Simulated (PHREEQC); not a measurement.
A solution holds 0.0049 mol/kgw H2SO4 and 0.00015 mol/kgw CdSO4, at 25 °C. It is in equilibrium with CO2 at log p = -3.4 (atm). Otherwise closed; pH follows from the charge balance.

Computed with PHREEQC (ion-association model, phreeqc.dat).

| Item | Result |
|---|---|
| pH | 2.13 |
| ionic strength | 0.0117 mol/kgw |
| specific conductance | 3170 µS/cm |
| total alkalinity | -9.80 meq/kg |

```
species     molality  activity   log γ
----------  --------  --------  ------
H+           0.00809   0.00735  -0.042
SO4-2        0.00330   0.00214  -0.188
HSO4-        0.00171   0.00153  -0.048
Cd+2        0.000106   6.84e-5  -0.192
CdSO4        4.21e-5   4.22e-5   0.001
CO2          1.35e-5   1.36e-5   0.001
Cd(SO4)2-2   1.54e-6   9.89e-7  -0.192
```

Precipitation was switched off in this run. Complexes and solids missing from the database can't appear.
